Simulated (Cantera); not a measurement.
Ignition delay

Mixture: CH₃OH : O₂ : N₂ = 1 : 1.25 : 4.7 (molar parts), equivalence ratio 1.2, at 9.87 atm, adiabatic and at constant pressure. Ignition delay is the time to a rise of 400 K.

Cantera simulation using GRI-Mech 3.0 (53 species, 325 reactions); the numbers are that mechanism's predictions, not measurements. GRI-Mech 3.0 was tuned for natural gas; its chemistry of methanol as a main component is partial and can be far from experiment.

| T0 (K) | delay (ms) |
|---|---|
| 1250 | 0.636 |
| 1350 | 0.155 |
| 1450 | 0.0481 |
| 1550 | 0.0182 |
| 1650 | 0.00807 |
| 1750 | 0.00403 |
| 1850 | 0.00220 |
| 1950 | 0.00130 |
| 2050 | 0.000821 |
| 2150 | 0.000555 |

```yaml
apparent activation energy between 1950 and 2150 K: 150 kJ/mol
```
